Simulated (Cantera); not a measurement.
Charge: 1 mol SiHCl3, 2.4 mol HCl, 100 mol N2, held at 1425 K and 0.100 bar.

Equilibrium computed with Cantera from the NASA thermochemical tables; the gas is ideal and each condensed phase is pure. Candidate condensed phases: NH4Cl, Si, Si3N4; 28 gas species. N2 is the only nitrogen source here; it is nearly inert below about 1500 K, so the nitride shown seldom forms there in practice. The tables' values for SiCl3 are old estimates; treat these amounts as uncertain. Equilibrium is a limit: real reactors are often held back by kinetics, nucleation or transport.

Question: What is the equilibrium state?

Answer: 
| Quantity | Value |
|---|---|
| x(N2) | 0.962 |
| x(HCl) | 0.0276 |
| x(SiCl4) | 0.00402 |
| x(H2) | 0.00256 |
| x(SiCl2) | 0.00199 |
| x(SiCl3) | 0.00143 |
| x(SiHCl3) | 2.91e-5 |
| x(Cl) | 9.65e-6 |
| x(H) | 1.09e-6 |
| n(Si3N4(s)) | 0.0752 mol |
| gas amount | 103.8 mol |
| log10 activity of Si(s) (absent) | -2.66 |
